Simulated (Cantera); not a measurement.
An isothermal, constant-pressure homogeneous reactor starts with N2O : N2 = 1 : 2.3 (molar parts), at 1400 K and 158 Torr.

Computed with Cantera and GRI-Mech 3.0 (53 species, 325 reactions). GRI-Mech 3.0 was tuned for natural gas; its chemistry of N2O as a main component is partial and can be far from experiment. The temperature is held fixed by assumption; the heat of reaction is taken as removed at once.

One state of this run: x N2O = 6.48e-7; x O = 6.85e-7; x NO = 0.0468; x O2 = 0.108; x NO2 = 0.000114; x N2 = 0.845. x: mole fraction; the columns are a selection and need not sum to one.

### Question
Which value of t (s) does it belong to?
A) 0.794
B) 100
C) 1.00e-5
D) 0.0316

### Answer
B, 100
